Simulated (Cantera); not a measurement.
**Ammonia decomposition in nitride growth gas**

An isothermal, constant-pressure homogeneous reactor starts with NH₃ : N₂ = 1 : 0.16 (molar parts), at 2350 K and 0.987 atm.

Model: the gas-phase N/H chemistry of the illustrative SiF4/NH3 mechanism in the Surface Chemkin manual (1991), integrated in Cantera. Walls and surfaces, which speed up NH3 decomposition in real reactors, are not modelled.

```
t (s)        x NH₃    x H₂    x N₂H₂      x N       x H
--------  --------  ------  --------  -------  --------
0.000100     0.784  0.0592   2.88e-5  2.41e-6  0.000142
0.000363     0.618   0.194   1.91e-5  5.71e-6  0.000410
0.00132      0.299   0.451   7.06e-6  8.38e-6   0.00109
0.00477     0.0379   0.661   6.78e-7  9.52e-6   0.00305
0.0173    0.000194   0.686  5.11e-10  1.80e-6    0.0103
0.0628     2.54e-5   0.686  1.27e-11  2.41e-7    0.0104
0.228      6.86e-6   0.686  4.53e-12  6.51e-8    0.0104
0.827      3.92e-6   0.686  4.09e-12  3.72e-8    0.0104
3.00       3.86e-6   0.686  4.09e-12  3.66e-8    0.0104
```
x: mole fraction; the columns are a selection and need not sum to one.

Equilibrium at this temperature and pressure: NH₃ 3.86e-6, H₂ 0.686, N₂H₂ 4.09e-12, N 3.66e-8, H 0.0104 (gas phase only).
